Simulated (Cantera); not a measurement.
A counterflow diffusion flame at 1.00 atm, nozzles 20 mm apart: fuel side 83.3 % CH₄, 16.7 % C₂H₆ at 398 K, oxidiser side 23.0 % O₂, 77.0 % N₂ at 373 K, fuel mass flux 0.83 times the oxidiser's; mixture-averaged transport, no radiation.

Computed with Cantera and GRI-Mech 3.0 (53 species, 325 reactions). GRI-Mech 3.0 has no aromatics or soot, which form on the fuel side of real flames. The maximum strain rate includes the flame's own expansion and is several times the mean.

x: mole fraction; the columns are a selection and need not sum to one.

```csv
oxidiser flux (kg/m²/s),max strain (1/s),mean strain (1/s),T max (K),peak x OH,peak x H,peak x NO,peak x CO,peak x C₂H₂
0.25,176,31.7,2152,0.00902,0.00443,0.000302,0.0617,0.0213
0.35,237,44.3,2135,0.00900,0.00465,0.000280,0.0608,0.0202
0.47,___,59.5,2121,0.00896,0.00486,0.000259,0.0602,0.0193
0.64,___,81.0,2107,0.00890,0.00507,___,0.0597,0.0183
0.87,542,110,2094,0.00885,0.00529,0.000213,0.0596,0.0174
1.2,723,152,2075,0.00865,0.00546,0.000184,0.0593,0.0162
1.6,935,203,2056,0.00840,0.00557,0.000157,0.0592,0.0151
2.2,1250,279,2032,0.00803,0.00562,0.000125,0.0594,0.0136
3,1660,380,2004,0.00752,0.00555,9.31e-5,0.0598,0.0119
4.1,2200,519,1966,0.00677,0.00526,6.12e-5,0.0605,0.00976
```

Task: Some entries are withheld; supply them.

Result: 
- 0.47, max strain (1/s): 311
- 0.64, max strain (1/s): 410
- 0.64, peak x NO: 0.000236
